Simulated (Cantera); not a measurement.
## Stirred combustor or abatement burner

A perfectly stirred reactor is fed with 10.6 % CO, 2.45 % H₂, 0.362 % CH₄, 18.2 % O₂, 68.3 % N₂, equivalence ratio 0.40, at 160000 Pa; it is adiabatic with a 675 K inlet, and is followed from long to short residence time, starting on the burning branch (τ in s: 0.15, 0.066, 0.029, 0.013, 0.0055, 0.0024, 0.0011, 0.00046, 0.0002, 8.8e-05).

Cantera simulation using GRI-Mech 3.0 (53 species, 325 reactions); the numbers are that mechanism's predictions, not measurements.

```
τ (s)    T (K)      x CO      x H₂    x CH₄     x CH₂       x H    x CH₃     x NO
-------  -----  --------  --------  -------  --------  --------  -------  -------
0.15      1802  0.000550   2.82e-5  3.89e-7  5.58e-10   8.36e-6  7.04e-8  6.46e-5
0.066     1797  0.000937   4.72e-5  6.44e-7   1.10e-9   1.81e-5  1.10e-7  5.56e-5
0.029     1790   0.00160   7.93e-5  1.05e-6   2.09e-9   3.98e-5  1.67e-7  4.68e-5
0.013     1778   0.00268  0.000131  1.70e-6   3.77e-9   8.56e-5  2.46e-7  3.73e-5
0.0055    1756   0.00462  0.000220  2.85e-6   6.78e-9  0.000190  3.70e-7  2.77e-5
0.0024    1724   0.00772  0.000355  4.83e-6   1.13e-8  0.000396  5.53e-7  2.07e-5
0.0011    1675    0.0124  0.000541  8.42e-6   1.75e-8  0.000746  8.28e-7  1.63e-5
0.00046   1589    0.0218  0.000842  1.82e-5   2.74e-8   0.00134  1.40e-6  1.20e-5
0.00020   1421    0.0431   0.00151  6.46e-5   4.47e-8   0.00167  3.04e-6  4.79e-6
8.8e-5     675     0.106    0.0245  0.00362    <1e-12    <1e-12   <1e-12   <1e-12
```
x: mole fraction; the columns are a selection and need not sum to one.
